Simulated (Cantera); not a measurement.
A Cantera script and its output.

```python
import numpy as np
import cantera as ct

gas = ct.Solution("gri30.yaml")


def delay(T, t_max=10):
    gas.TPX = T, 100000, {'CO': 1, 'H2': 0.034, 'O2': 0.287, 'N2': 0.948, 'CO2': 0.08}
    reactor = ct.IdealGasReactor(gas, clone=False)
    net = ct.ReactorNet([reactor])
    net.rtol, net.atol = 1e-8, 1e-16
    while net.time < t_max:
        t_old, T_old = net.time, reactor.T
        net.step()
        if reactor.T > T + 400:  # ignition: a rise of 400 K
            return t_old + (T + 400 - T_old) / (reactor.T - T_old) * (net.time - t_old)
    return np.nan


taus = []
for T in [1000, 1100, 1200, 1300, 1400, 1500]:
    taus.append(delay(T))
    print(f"T0 = {T:6g} K   tau = {taus[-1]:.4e} s")
```

Output:

```
T0 =   1000 K   tau = 9.5964e-04 s
T0 =   1100 K   tau = 2.7014e-04 s
T0 =   1200 K   tau = 1.4652e-04 s
T0 =   1300 K   tau = 1.0048e-04 s
T0 =   1400 K   tau = 7.8453e-05 s
T0 =   1500 K   tau = 6.6939e-05 s
```

Computed with Cantera and GRI-Mech 3.0 (53 species, 325 reactions). Where the delays flatten at high temperature, the 400 K rule measures the pace of heat release, not the induction time.
